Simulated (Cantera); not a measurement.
Input (Python, Cantera) and output of one run.

```python
import numpy as np
import cantera as ct

gas_names = """
    H HNO HNO2 HNO3 HO2 H2 H2O H2O2 H2S H2SO4 N NH NH2 NH3 NH2OH NO NO2 NO3 N2 N2H2 N2H4 N2O O OH O2 O3
    S SH SN SO SO2 SO3 S2 S2O S8
""".split()
cond_names = """
    H2O(s) H2O(L) H2SO4(L) S(cr1) S(cr2) S(L)
""".split()


# ... load() reads the species with a 1 bar reference pressure and builds the phases ...
atoms = {
    'SO2': {'S': 1, 'O': 2},
    'H2O': {'H': 2, 'O': 1},
    'N2': {'N': 2},
    'H2': {'H': 2},
}
top_T = {}  # K; cautious upper limits of use, not melting points


# ... equilibrate(T, P, feed) seeds the gas with the atoms and calls Mixture.equilibrate('TP', solver="vcs", rtol=1e-11, max_steps=5000) ...
results = []
T = 1875  # K
P = 270  # Pa
for m in [0.36, 0.49, 0.68, 0.94, 1.3, 1.8, 2.5, 3.4]:
    feed = {'SO2': 1, 'H2O': 0.26, 'N2': 0.24, 'H2': m}  # mol
    mix = equilibrate(T, P, feed)
    results.append((T, P, feed, dict(zip(mix.species_names, mix.species_moles))))

top = {s: max(r[3][s] / sum(r[3][g] for g in gas_names) for r in results) for s in gas_names}
cols = sorted((s for s in top if top[s] > 1e-05), key=lambda s: -top[s])[:9]
seen = [c for c in cond_names if any(r[3].get(c, 0) > 1e-12 for r in results)]
print("log10 of partial pressures in bar; condensed amounts in mol")
print(f"{'n(H2)':>10s}" + "".join(f"{s[:9]:>10s}" for s in cols + seen))
for T, P, feed, n in results:
    ng = sum(n[g] for g in gas_names)
    print(f"{feed['H2']:10.4g}" + "".join(f"{np.log10(max(n[s] / ng * P / 1e5, 1e-99)):10.3f}" for s in cols)
          + "".join(f"{n.get(c, 0):10.4g}" for c in seen))
```

Result:

```
log10 of partial pressures in bar; condensed amounts in mol
     n(H2)       SO2        H2       H2O        N2        SO        S2         H        SH         S
      0.36    -2.909    -3.677    -3.161    -3.453    -3.802    -4.501    -5.022    -5.364    -5.127
      0.49    -2.959    -3.568    -3.123    -3.480    -3.780    -4.313    -4.967    -5.215    -5.033
      0.68    -3.028    -3.452    -3.082    -3.516    -3.774    -4.150    -4.909    -5.075    -4.951
      0.94    -3.118    -3.338    -3.046    -3.560    -3.786    -4.021    -4.853    -4.954    -4.887
       1.3    -3.235    -3.228    -3.018    -3.616    -3.820    -3.924    -4.797    -4.850    -4.839
       1.8    -3.387    -3.121    -3.003    -3.684    -3.880    -3.858    -4.744    -4.764    -4.806
       2.5    -3.583    -3.018    -3.007    -3.766    -3.970    -3.826    -4.693    -4.697    -4.790
       3.4    -3.813    -2.930    -3.033    -3.854    -4.086    -3.830    -4.649    -4.655    -4.792
```

Cantera equilibrium calculation (NASA polynomials, part measured and part estimated; ideal gas, pure solids and liquids).
